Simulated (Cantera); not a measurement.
Mixture: CH4 : O2 : N2 : H2 = 1 : 2.41 : 9.06 : 0.07 (molar parts), at 15800 Torr, adiabatic and at constant pressure. Ignition delay is the time to a rise of 400 K.

Cantera simulation using GRI-Mech 3.0 (53 species, 325 reactions); the numbers are that mechanism's predictions, not measurements. The pressure lies above the range GRI-Mech 3.0 was tuned for (to about 10 atm).

Predict: delay at 1098 K; delay at 1248 K; delay at 1398 K; delay at 1548 K; delay at 1698 K; apparent activation energy between 1548 and 1698 K.


| Item | Result |
|---|---|
| delay at 1098 K | 2.85 ms |
| delay at 1248 K | 0.550 ms |
| delay at 1398 K | 0.149 ms |
| delay at 1548 K | 44.6 µs |
| delay at 1698 K | 14.8 µs |
| apparent activation energy between 1548 and 1698 K | 160 kJ/mol |
